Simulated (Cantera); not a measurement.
**Equilibrium for abatement and gas-phase synthesis: CS2 + H2O + N2**

A closed system holds: 1 mol CS2, 0.37 mol H2O, 0.79 mol N2, equilibrated at 2225 K.

Equilibrium computed with Cantera from the NASA thermochemical tables; the gas is ideal and each condensed phase is pure. Candidate condensed phases: C, C6H6, C7H8, C8H18, H2O, H2SO4, S; 150 gas species. The ideal-gas law is rough above about 30 bar. Rates play no part.

From 10.0 Pa to 3.00e7 Pa nothing is condensed. The main C-bearing gas is CS at 10.0 Pa and CS2 at 3.00e7 Pa.

| P (Pa) | x N2 | x S | x CS2 | x CS | x S2 | x CO | x H | x H2 | x H2S | x SH | x COS |
|---|---|---|---|---|---|---|---|---|---|---|---|
| 10 | 0.223 | 0.273 | 0.00406 | 0.173 | 0.0521 | 0.104 | 0.127 | 0.0383 | 2.98e-5 | 0.00500 | 3.06e-6 |
| 52 | 0.245 | 0.176 | 0.0142 | 0.181 | 0.112 | 0.115 | 0.0759 | 0.0714 | 0.000186 | 0.0100 | 1.12e-5 |
| 280 | 0.265 | 0.0902 | 0.0376 | 0.174 | 0.159 | 0.124 | 0.0382 | 0.0973 | 0.000699 | 0.0139 | 3.36e-5 |
| 1400 | 0.280 | 0.0424 | 0.0751 | 0.148 | 0.176 | 0.131 | 0.0183 | 0.112 | 0.00189 | 0.0157 | 8.34e-5 |
| 7600 | 0.292 | 0.0180 | 0.125 | 0.107 | 0.172 | 0.137 | 0.00812 | 0.120 | 0.00465 | 0.0160 | 0.000201 |
| 40000 | 0.301 | 0.00756 | 0.172 | 0.0665 | 0.160 | 0.141 | 0.00356 | 0.121 | 0.0104 | 0.0155 | 0.000457 |
| 210000 | 0.308 | 0.00315 | 0.208 | 0.0366 | 0.146 | 0.144 | 0.00151 | 0.114 | 0.0215 | 0.0144 | 0.00102 |
| 1100000 | 0.314 | 0.00131 | 0.230 | 0.0186 | 0.132 | 0.146 | 0.000615 | 0.0991 | 0.0406 | 0.0128 | 0.00225 |
| 5700000 | 0.320 | 0.000542 | 0.245 | 0.00923 | 0.117 | 0.146 | 0.000237 | 0.0765 | 0.0672 | 0.0106 | 0.00483 |
| 30000000 | 0.327 | 0.000220 | 0.254 | 0.00449 | 0.101 | 0.143 | 8.47e-5 | 0.0513 | 0.0964 | 0.00807 | 0.0101 |
x: gas mole fraction; nothing condenses.
